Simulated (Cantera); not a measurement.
Feed: 1 mol MgO, 4.7 mol H2, 0.032 mol C, equilibrated at 20.0 Pa.

Cantera equilibrium calculation (NASA polynomials, part measured and part estimated; ideal gas, pure solids and liquids). Candidate condensed phases: C, C6H6, C7H8, C8H18, H2O, Mg, MgCO3, MgO, Mg(OH)2; 116 gas species. Rates play no part.

Task: Which condensed phases are stable at each of these points (T (K)): 1498, 1698, 1898, 2098, 2298, 2498, 2698, 2898?

Result: 
| T (K) | condensed phases | Mg condensed (%) |
|---|---|---|
| 1498 | MgO(s) | 96.5 |
| 1698 | MgO(s) | 88.1 |
| 1898 | MgO(s) | 38.4 |
| 2098 | gas only | 0.0 |
| 2298 | gas only | 0.0 |
| 2498 | gas only | 0.0 |
| 2698 | gas only | 0.0 |
| 2898 | gas only | 0.0 |

From 1498 K to 1898 K the condensed part is MgO(s). From 2098 K to 2898 K nothing is condensed.
